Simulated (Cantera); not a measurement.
Cantera run:

```python
import numpy as np
import cantera as ct

gas_names = """
    F F2 H HF H2 H2F2 H3F3 H4F4 H5F5 H6F6 H7F7 Mg MgF MgF2 MgH Mg2 Mg2F4
""".split()
cond_names = """
    Mg(cr) Mg(L) MgF2(s) MgF2(L)
""".split()


def load(file, names, dense=False):
    # The tables refer to 1 bar. Condensed volumes are neglected.
    table = {s.name: s for s in ct.Species.list_from_file(file)}
    out = []
    for n in names:
        d = dict(table[n].input_data)
        d["thermo"] = dict(d["thermo"], **{"reference-pressure": 1e5})
        if dense:
            d["equation-of-state"] = {"model": "constant-volume", "density": "1e6 g/cm^3"}
        out.append(ct.Species.from_dict(d))
    return out


gas = ct.Solution(thermo="ideal-gas", species=load("nasa_gas.yaml", gas_names))
cond = {s.name: ct.Solution(thermo="fixed-stoichiometry", species=[s], name=s.name)
        for s in load("nasa_condensed.yaml", cond_names, dense=True)}
atoms = {
    'MgF2': {'Mg': 1, 'F': 2},
    'H2': {'H': 2},
}
top_T = {}  # K; cautious upper limits of use, not melting points


def equilibrate(T, P, feed):
    n = {}
    for name, mol in feed.items():
        for a, k in atoms[name].items():
            n[a] = n.get(a, 0.0) + k * mol
    gas.TPX = T, P, n
    mass = sum(n.values()) * gas.mean_molecular_weight
    gas.equilibrate("TP")
    valid = [c for c in cond.values() if c.min_temp <= T <= top_T.get(c.name, c.max_temp)]
    mix = ct.Mixture([(gas, mass / gas.mean_molecular_weight)] + [(c, 0.0) for c in valid])
    mix.T, mix.P = T, P
    mix.equilibrate("TP", solver="vcs", rtol=1e-11, max_steps=5000)
    return mix


results = []
feed = {'MgF2': 1, 'H2': 0.53}  # mol
P = 0.18  # Pa
for T in [725, 875, 1025, 1175, 1325, 1475, 1625, 1775, 1925]:
    mix = equilibrate(T, P, feed)
    results.append((T, P, feed, dict(zip(mix.species_names, mix.species_moles))))
    x = sorted(zip(gas.X, gas.species_names), reverse=True)
    print(f"T = {T:g} K  P = {P:g} Pa  gas = {mix.phase_moles(0):.4g} mol")
    print("   x: " + "  ".join(f"{s} {v:.3e}" for v, s in x if v > 1e-06))
    print("   condensed (mol): " + ("  ".join(f"{mix.phase(i).name} {mix.phase_moles(i):.4g}"
          for i in range(1, mix.n_phases) if mix.phase_moles(i) > 1e-12) or "none"))
```

It prints:

```
T = 725 K  P = 0.18 Pa  gas = 0.53 mol
   x: H2 1.000e+00
   condensed (mol): MgF2(s) 1
T = 875 K  P = 0.18 Pa  gas = 0.53 mol
   x: H2 1.000e+00  HF 5.044e-06  Mg 2.521e-06
   condensed (mol): MgF2(s) 1
T = 1025 K  P = 0.18 Pa  gas = 0.5303 mol
   x: H2 9.991e-01  HF 5.917e-04  Mg 2.952e-04  MgF2 2.491e-05  H 3.246e-06  MgF 1.405e-06
   condensed (mol): MgF2(s) 0.9998
T = 1175 K  P = 0.18 Pa  gas = 0.5451 mol
   x: H2 9.624e-01  HF 1.994e-02  Mg 9.820e-03  MgF2 7.476e-03  MgF 3.042e-04  H 8.963e-05
   condensed (mol): MgF2(s) 0.9904
T = 1325 K  P = 0.18 Pa  gas = 1.68 mol
   x: MgF2 4.993e-01  H2 2.259e-01  HF 1.784e-01  Mg 8.266e-02  MgF 1.309e-02  H 5.794e-04  Mg2F4 2.869e-05
   condensed (mol): none
T = 1475 K  P = 0.18 Pa  gas = 1.85 mol
   x: MgF2 3.566e-01  HF 3.430e-01  Mg 1.592e-01  H2 1.133e-01  MgF 2.461e-02  H 3.254e-03  Mg2F4 1.493e-06
   condensed (mol): none
T = 1625 K  P = 0.18 Pa  gas = 1.995 mol
   x: HF 4.566e-01  MgF2 2.554e-01  Mg 2.107e-01  MgF 3.517e-02  H2 3.262e-02  H 9.498e-03  F 8.393e-06
   condensed (mol): none
T = 1775 K  P = 0.18 Pa  gas = 2.048 mol
   x: HF 4.887e-01  Mg 2.214e-01  MgF2 2.208e-01  MgF 4.605e-02  H 1.677e-02  H2 6.045e-03  F 1.992e-04
   condensed (mol): none
T = 1925 K  P = 0.18 Pa  gas = 2.064 mol
   x: HF 4.874e-01  Mg 2.162e-01  MgF2 2.102e-01  MgF 5.800e-02  H 2.392e-02  F 3.100e-03  H2 1.127e-03
   condensed (mol): none
```

These are equilibrium values from Cantera (NASA tables, ideal gas, pure condensed phases), not measurements of a reactor.
